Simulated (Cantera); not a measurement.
Charge: 1 mol Cu2O, 2.8 mol CH4, 1.4 mol H2, at 13.3 mbar.

These are equilibrium values from Cantera (NASA tables, ideal gas, pure condensed phases), not measurements of a reactor. Candidate condensed phases: C, C6H6, C7H8, C8H18, Cu, CuO, Cu(OH)2, Cu2O, H2O; 113 gas species. Equilibrium is a limit: real reactors are often held back by kinetics, nucleation or transport.

x: gas mole fraction; n: condensed amount in mol.

```tsv
T (K)	x H2	x CO	x H2O	x CH4	x Cu	x CO2	n C(graphite)	n Cu(s)	n Cu(l)
900	0.872	0.120	0.00340	0.00316	1.35e-11	?	1.81	2.00	0
1000	0.874	0.124	0.000573	0.000972	1.17e-9	?	1.80	2.00	0
1100	0.875	0.125	0.000130	0.000366	4.47e-8	?	1.80	2.00	0
1200	0.875	0.125	3.78e-5	0.000161	9.21e-7	?	1.80	2.00	0
1300	0.875	0.125	1.33e-5	8.03e-5	1.18e-5	?	1.80	2.00	0
1400	0.875	0.125	5.43e-6	4.41e-5	0.000101	?	1.80	0	2.00
1500	0.874	0.125	2.50e-6	2.62e-5	0.000617	?	1.80	0	2.00
1600	0.872	0.125	1.27e-6	1.65e-5	0.00298	?	1.80	0	1.98
```

Q: What belongs in the gaps?

A: 
- 900, x CO2: 0.00108
- 1000, x CO2: 0.000117
- 1100, x CO2: 1.84e-5
- 1200, x CO2: 3.94e-6
- 1300, x CO2: 1.08e-6
- 1400, x CO2: 3.57e-7
- 1500, x CO2: 1.38e-7
- 1600, x CO2: 6.02e-8
